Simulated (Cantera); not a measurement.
Charge: 1 mol BF3, 0.27 mol N2, 0.23 mol O2, held at 1198.15 K and 10.0 Torr.

Equilibrium computed with Cantera from the NASA thermochemical tables; the gas is ideal and each condensed phase is pure. Candidate condensed phases: B, BN, B2O3; 31 gas species. Equilibrium is a limit: real reactors are often held back by kinetics, nucleation or transport.

Base state: BF3 0.667, N2 0.180, O2 0.153, NO 7.87e-5 (mole fractions); condensed: gas only.

Problem. What changes in the equilibrium state with this change: BF3 replaced by B2O3?

Solution. 
| species | before | after |
|---|---|---|
| N2 | 0.180 | 0.540 |
| O2 | 0.153 | 0.460 |
| NO | 7.87e-5 | 0.000236 |
| BF3 | 0.667 | 0 |
| B2O3(l), mol | 0 | 1.00 |

Problem. What changes in the equilibrium state with this change: BF3 replaced by BCl3?

Solution. 
```
species        before     after
------------  -------  --------
BCl3                0     0.377
Cl2                 0     0.308
N2              0.180     0.188
BF3             0.667         0
B3O3Cl3             0     0.104
O2              0.153   5.13e-9
Cl                  0    0.0223
BOCl                0  0.000428
NO            7.87e-5   1.47e-8
B2O3(l), mol        0   0.00271
```
The tables' values for BOCl are old estimates; treat these amounts as uncertain.

Problem. What changes in the equilibrium state with this change: BF3 replaced by B2H6?

Solution. 
```tsv
species	before	after
H2	0	0.999
B3O3H3	0	0.000790
HBO	0	0.000495
BF3	0.667	0
N2	0.180	<1e-9
O2	0.153	<1e-9
NO	7.87e-5	<1e-9
B(s), mol	0	1.15
BN(s), mol	0	0.540
B2O3(l), mol	0	0.150
```
The feed counts by its element totals alone. N2 is the only nitrogen source here; it is nearly inert below about 1500 K, so the nitride shown seldom forms there in practice. Mutual solubility and eutectic melting of coexisting phases are not modelled. Further candidate phases: B3O3H3, H2O.
